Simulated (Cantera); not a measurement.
What does this Cantera script print?

```python
import numpy as np
import cantera as ct

gas_names = """
    CL CL2 H HCL H2 Si SiCL SiCL2 SiCL3 SiCL4 SiH SiHCL3 SiH2 SiH2CL2 SiH3 SiH3CL SiH4 Si2 Si3
""".split()
cond_names = """
    Si(cr) Si(L)
""".split()


def load(file, names, dense=False):
    # The tables refer to 1 bar. Condensed volumes are neglected.
    table = {s.name: s for s in ct.Species.list_from_file(file)}
    out = []
    for n in names:
        d = dict(table[n].input_data)
        d["thermo"] = dict(d["thermo"], **{"reference-pressure": 1e5})
        if dense:
            d["equation-of-state"] = {"model": "constant-volume", "density": "1e6 g/cm^3"}
        out.append(ct.Species.from_dict(d))
    return out


gas = ct.Solution(thermo="ideal-gas", species=load("nasa_gas.yaml", gas_names))
cond = {s.name: ct.Solution(thermo="fixed-stoichiometry", species=[s], name=s.name)
        for s in load("nasa_condensed.yaml", cond_names, dense=True)}
atoms = {
    'SiH2Cl2': {'Si': 1, 'H': 2, 'CL': 2},
    'HCl': {'H': 1, 'CL': 1},
    'H2': {'H': 2},
}
top_T = {}  # K; cautious upper limits of use, not melting points


def equilibrate(T, P, feed):
    n = {}
    for name, mol in feed.items():
        for a, k in atoms[name].items():
            n[a] = n.get(a, 0.0) + k * mol
    gas.TPX = T, P, n
    mass = sum(n.values()) * gas.mean_molecular_weight
    gas.equilibrate("TP")
    valid = [c for c in cond.values() if c.min_temp <= T <= top_T.get(c.name, c.max_temp)]
    mix = ct.Mixture([(gas, mass / gas.mean_molecular_weight)] + [(c, 0.0) for c in valid])
    mix.T, mix.P = T, P
    mix.equilibrate("TP", solver="vcs", rtol=1e-11, max_steps=5000)
    return mix


results = []
feed = {'SiH2Cl2': 1, 'HCl': 0.28, 'H2': 530}  # mol
T = 1625  # K
P = 10000  # Pa
mix = equilibrate(T, P, feed)
results.append((T, P, feed, dict(zip(mix.species_names, mix.species_moles))))
print(gas.report(threshold=1e-05))
for i in range(1, mix.n_phases):
    print(f"{mix.phase(i).name:16s} {mix.phase_moles(i):12.5e} mol")
```

Output:

```
       temperature   1625 K
          pressure   10000 Pa
           density   0.0016026 kg/m^3
  mean mol. weight   2.1653 kg/kmol
   phase of matter   gas

                          1 kg             1 kmol
                     ---------------   ---------------
          enthalpy        1.8506e+07        4.0072e+07  J
   internal energy        1.2267e+07        2.6561e+07  J
           entropy             92894        2.0114e+05  J/K
    Gibbs function       -1.3245e+08       -2.8678e+08  J
 heat capacity c_p             15173             32855  J/K
 heat capacity c_v             11334             24540  J/K

                      mass frac. Y      mole frac. X     chem. pot. / RT
                     ---------------   ---------------   ---------------
                 H        0.00010363        0.00022261           -10.573
               HCL          0.070032         0.0041593           -40.264
                H2           0.92691           0.99555           -21.146
             SiCL2         0.0027822        6.0859e-05           -64.169
     [  +15 minor]          0.000173        1.1036e-05

Si(cr)            9.62113e-01 mol
```

Equilibrium computed with Cantera from the NASA thermochemical tables; the gas is ideal and each condensed phase is pure.
